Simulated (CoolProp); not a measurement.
Vapour-liquid equilibrium of dimethyl ether (1) + n-hexane (2) at 0.0828 bar; x and y are mole fractions of (1).

Values from CoolProp's multi-fluid Helmholtz-energy mixture model, Wu 2011 and Thol 2019; pair parameters Bell 2016.

```tsv
x	bubble temperature (K)	y at the bubble point	dew temperature at overall composition x (K)	liquid density (mol/L)
0.05	244.9	0.876	278.2	[?]
0.125	227.2	0.970	276.6	8.911
0.2	219.4	0.986	274.9	9.394
0.275	214.9	0.991	273.1	[?]
0.35	212.0	0.994	271.1	10.38
0.425	210.1	[?]	268.9	10.92
0.5	208.8	0.996	266.5	11.50
0.575	207.8	0.997	263.7	12.13
0.65	[?]	0.997	260.5	12.82
0.725	206.1	0.998	256.6	13.58
0.8	[?]	0.998	251.7	14.43
0.875	204.5	0.999	244.9	[?]
0.95	203.6	0.999	233.1	16.45
```

Task: What belongs in the gaps?

Result: 
- 0.05, liquid density (mol/L): 8.364
- 0.275, liquid density (mol/L): 9.878
- 0.425, y at the bubble point: 0.995
- 0.65, bubble temperature (K): 206.9
- 0.8, bubble temperature (K): 205.4
- 0.875, liquid density (mol/L): 15.38

No azeotrope shows between x = 0.05 and 0.95.

Pair parameters are fitted to limited data, so mixtures are less certain than the pure fluids.
